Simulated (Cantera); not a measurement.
An isothermal, constant-pressure homogeneous reactor starts with 20.8 % NO, 79.2 % N2, at 2050 K and 0.533 atm.

Cantera simulation using GRI-Mech 3.0 (53 species, 325 reactions); the numbers are that mechanism's predictions, not measurements.

One state of this run: x NO = 0.102; x O2 = 0.0531; x N2 = 0.845; x NO2 = 6.03e-5; x O = 0.000314. x: mole fraction; the columns are a selection and need not sum to one.

Which value of t (s) does it belong to?
A. 1.00
B. 0.0283
C. 0.000800
D. 0.00862

A, 1.00
